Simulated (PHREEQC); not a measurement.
Dissolve 0.47 mol/kgw H2SO4 and 3.4 mol/kgw KCl at 55 °C. It is in equilibrium with CO2 at log p = 0 (atm). Otherwise closed; pH follows from the charge balance.

All values are PHREEQC results (Pitzer model, pitzer.dat), not measurements.

| quantity | before | after |
|---|---|---|
| pH | 0.09 | 0.37 |
| ionic strength (mol/kgw) | 3.95 | 0.580 |
| HCO3- (mol/kgw) | 1.77e-8 | 4.58e-8 |

Problem. Which change was made?
A. H2SO4 from 0.47 to 2.35 mol/kgw
B. temperature from 55 to 70 °C
C. KCl left out
D. H2SO4 from 0.47 to 0.235 mol/kgw
E. H2SO4 left out

Solution. C, KCl left out

Precipitation was switched off in this run. In brines, pH and single-ion activities rest on the MacInnes convention. Constants without temperature data keep their 25 °C values here.
